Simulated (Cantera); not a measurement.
A closed system holds: 1 mol SiHCl3, 38 mol N2, at 13.3 mbar.

These are equilibrium values from Cantera (NASA tables, ideal gas, pure condensed phases), not measurements of a reactor. Candidate condensed phases: NH4Cl, Si, Si3N4; 28 gas species. The tables' values for SiCl3 are old estimates; treat these amounts as uncertain. The numbers say what is thermodynamically allowed, not how fast it happens. All values below are at 1277 °C.

Base state: N2 0.952, SiCl2 0.0221, HCl 0.0213, SiCl3 0.00230, H2 0.00186, SiCl4 0.000666, Cl 0.000108, H 1.18e-5 (mole fractions); condensed: gas only.

What changes in the equilibrium state with this change: pressure from 13.3 mbar to 3.30 mbar?


| species | before | after |
|---|---|---|
| N2 | 0.952 | 0.951 |
| SiCl2 | 0.0221 | 0.0231 |
| HCl | 0.0213 | 0.0226 |
| Cl | 0.000108 | 0.000284 |
| SiCl4 | 0.000666 | 0.000297 |
